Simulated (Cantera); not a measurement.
A freely propagating, adiabatic, planar premixed flame of CH₃OH : O₂ : N₂ = 1 : 2.24 : 8.42 (molar parts), equivalence ratio 0.67, unburnt at 423 K and 120 Torr; mixture-averaged transport, grid criteria slope 0.08 and curve 0.16, no radiation.

Model: GRI-Mech 3.0 (53 species, 325 reactions), integrated in Cantera. GRI-Mech 3.0 was tuned for natural gas; its chemistry of methanol as a main component is partial and can be far from experiment. Burning velocities carry a grid error of a few per cent, more on coarse grids.

### Question
What does this change do: inlet temperature 423 to 323 K?

### Answer
| quantity | before | after |
|---|---|---|
| laminar burning velocity | 47.2 cm/s | 28.2 cm/s |
| thermal thickness | 2.41 mm | 2.86 mm |
| peak x(HCO) | 8.35e-5 | 6.24e-5 |
| peak x(C₂H₆) | 3.19e-8 | 2.55e-8 |
| peak x(CH₄) | 1.76e-5 | 1.38e-5 |

### Question
What does this change do: O2 2.24 to 1.7 parts?

### Answer
```csv
quantity,before,after
laminar burning velocity,47.2 cm/s,54.8 cm/s
thermal thickness,2.41 mm,2.26 mm
peak x(HCO),8.35e-5,0.000127
peak x(C₂H₆),3.19e-8,1.38e-7
peak x(CH₄),1.76e-5,4.32e-5
```
